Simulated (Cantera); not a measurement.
Thermodynamics of silicon oxide and oxynitride deposition, feed TEOS + H2O + N2 + CO2

Input: 1 mol TEOS, 1.9 mol H2O, 14 mol N2, 0.64 mol CO2, held at 450 °C.

These are equilibrium values from Cantera (NASA tables, ideal gas, pure condensed phases), not measurements of a reactor. Candidate condensed phases: C, C6H6, C7H8, C8H18, H2O, Si, SiC, SiO2, Si2N2O, Si3N4; 151 gas species. The feed counts by its element totals alone. Rates play no part.

| P (Pa) | x N2 | x H2 | x CO | x H2O | x CH4 | x CO2 | x NH3 | x C2H6 | n C(graphite) | n SiO2(α-quartz) |
|---|---|---|---|---|---|---|---|---|---|---|
| 5 | 0.452 | 0.383 | 0.162 | 0.000633 | 3.91e-5 | 0.00205 | 5.59e-8 | <1e-12 | 3.54 | 1.00 |
| 15 | 0.454 | 0.384 | 0.155 | 0.00181 | 0.000118 | 0.00560 | 1.68e-7 | <1e-12 | 3.69 | 1.00 |
| 45 | 0.459 | 0.384 | 0.138 | 0.00486 | 0.000354 | 0.0134 | 5.09e-7 | 2.09e-12 | 4.01 | 1.00 |
| 140 | 0.468 | 0.384 | 0.109 | 0.0119 | 0.00110 | 0.0260 | 1.60e-6 | 2.01e-11 | 4.56 | 1.00 |
| 410 | 0.480 | 0.377 | 0.0772 | 0.0243 | 0.00311 | 0.0380 | 4.61e-6 | 1.64e-10 | 5.19 | 1.00 |
| 1200 | 0.494 | 0.360 | 0.0492 | 0.0433 | 0.00828 | 0.0452 | 1.28e-5 | 1.22e-9 | 5.73 | 1.00 |
| 3700 | 0.512 | 0.324 | 0.0283 | 0.0690 | 0.0207 | 0.0460 | 3.43e-5 | 8.48e-9 | 6.04 | 1.00 |
| 11000 | 0.532 | 0.271 | 0.0158 | 0.0957 | 0.0429 | 0.0427 | 7.92e-5 | 4.36e-8 | 5.97 | 1.00 |
| 33000 | 0.555 | 0.205 | 0.00867 | 0.119 | 0.0736 | 0.0387 | 0.000160 | 1.70e-7 | 5.59 | 1.00 |
| 100000 | 0.576 | 0.141 | 0.00478 | 0.137 | 0.106 | 0.0356 | 0.000281 | 5.08e-7 | 5.09 | 1.00 |
x: gas mole fraction; n: condensed amount in mol.

From 0.0375 Torr to 750 Torr the condensed part is C(graphite) + SiO2(α-quartz).
